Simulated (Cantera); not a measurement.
Input (Python, Cantera) and output of one run.

```python
import numpy as np
import cantera as ct

gas_names = """
    F FO FO2 F2 F2O N NF NF2 NF3 NO NO2 NO3 N2 N2O O O2 O3 Si SiF SiF2 SiF3 SiF4 SiN SiO SiO2 Si2 Si2N
    Si3
""".split()
cond_names = """
    Si(cr) Si(L) SiO2(Lqz) SiO2(hqz) SiO2(L) Si2N2O(s) Si3N4(a)
""".split()


# ... load() reads the species with a 1 bar reference pressure and builds the phases ...
atoms = {
    'SiO2': {'Si': 1, 'O': 2},
    'F2': {'F': 2},
    'N2': {'N': 2},
}
top_T = {'Si2N2O(s)': 2100, 'Si3N4(a)': 2400}  # K; cautious upper limits of use, not melting points


# ... equilibrate(T, P, feed) seeds the gas with the atoms and calls Mixture.equilibrate('TP', solver="vcs", rtol=1e-11, max_steps=5000) ...
results = []
T = 673.15  # K
P = 4600  # Pa
for m in [0.97, 1.8, 3.2, 5.7, 10, 18, 33, 59]:
    feed = {'SiO2': 1, 'F2': 0.69, 'N2': m}  # mol
    mix = equilibrate(T, P, feed)
    results.append((T, P, feed, dict(zip(mix.species_names, mix.species_moles))))

top = {s: max(r[3][s] / sum(r[3][g] for g in gas_names) for r in results) for s in gas_names}
cols = sorted((s for s in top if top[s] > 1e-05), key=lambda s: -top[s])[:9]
seen = [c for c in cond_names if any(r[3].get(c, 0) > 1e-12 for r in results)]
print("log10 of partial pressures in bar; condensed amounts in mol")
print(f"{'n(N2)':>10s}" + "".join(f"{s[:9]:>10s}" for s in cols + seen))
for T, P, feed, n in results:
    ng = sum(n[g] for g in gas_names)
    print(f"{feed['N2']:10.4g}" + "".join(f"{np.log10(max(n[s] / ng * P / 1e5, 1e-99)):10.3f}" for s in cols)
          + "".join(f"{n.get(c, 0):10.4g}" for c in seen))
```

Output:

```
log10 of partial pressures in bar; condensed amounts in mol
     n(N2)        N2      SiF4        O2 SiO2(Lqz)
      0.97    -1.571    -2.020    -2.020     0.655
       1.8    -1.478    -2.196    -2.196     0.655
       3.2    -1.422    -2.389    -2.389     0.655
       5.7    -1.387    -2.605    -2.605     0.655
        10    -1.366    -2.828    -2.828     0.655
        18    -1.354    -3.071    -3.071     0.655
        33    -1.346    -3.327    -3.327     0.655
        59    -1.342    -3.575    -3.575     0.655
```

Cantera equilibrium calculation (NASA polynomials, part measured and part estimated; ideal gas, pure solids and liquids).
